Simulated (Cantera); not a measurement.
A freely propagating, adiabatic, planar premixed flame of C3H8 : O2 : N2 = 1 : 5.75 : 21.6 (molar parts), equivalence ratio 0.87, unburnt at 598 K and 2.27 atm; mixture-averaged transport, grid criteria slope 0.08 and curve 0.16, no radiation.

Computed with Cantera and GRI-Mech 3.0 (53 species, 325 reactions). GRI-Mech 3.0 was tuned for natural gas; its chemistry of propane as a main component is partial and can be far from experiment. Burning velocities carry a grid error of a few per cent, more on coarse grids.

**Question.** What does this change do: 1.7 parts H2O added?

**Answer.** 
| quantity | before | after |
|---|---|---|
| laminar burning velocity | 119 cm/s | 100 cm/s |
| thermal thickness | 0.141 mm | 0.163 mm |
| peak x(H2O2) | 4.35e-5 | 4.84e-5 |
| peak x(CH3) | 0.00179 | 0.00145 |
| peak x(HO2) | 0.000424 | 0.000375 |

**Question.** What does this change do: O2 5.75 to 7.2 parts?

**Answer.** 
| quantity | before | after |
|---|---|---|
| laminar burning velocity | 119 cm/s | 126 cm/s |
| thermal thickness | 0.141 mm | 0.132 mm |
| peak x(H2O2) | 4.35e-5 | 6.62e-5 |
| peak x(CH3) | 0.00179 | 0.00153 |
| peak x(HO2) | 0.000424 | 0.000563 |
